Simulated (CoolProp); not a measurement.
Vapour-liquid equilibrium of R22 (1) + R115 (2) at -4.05 °C; x and y are mole fractions of (1).

Values from CoolProp's multi-fluid Helmholtz-energy mixture model, Kamei 1995 and Lemmon 2016; pair parameters Bell 2016.

```csv
x,"bubble pressure, mixture model (kPa)","bubble pressure, Raoult's law (kPa)","y, mixture model","y, Raoult's law"
0.05,416.8,389.7,0.106,0.056
0.125,447.3,393.3,0.214,0.138
0.2,466.8,396.9,0.290,0.219
0.275,479.5,400.5,0.350,0.299
0.35,487.5,404.1,0.403,0.377
0.425,492.1,407.8,0.452,0.454
0.5,493.7,411.4,0.502,0.529
0.575,492.6,415.0,0.555,0.603
0.65,488.6,418.6,0.613,0.676
0.725,481.9,422.3,0.678,0.748
0.8,472.3,425.9,0.752,0.818
0.875,460.1,429.5,0.836,0.887
0.95,445.9,433.1,0.931,0.955
```

The largest gap from Raoult's law is +20.7 % in bubble pressure, at x = 0.425. y crosses x between x = 0.5 and 0.575: the model has an azeotrope there.

The pair parameters rest on a limited set of measurements; away from them the model extrapolates.
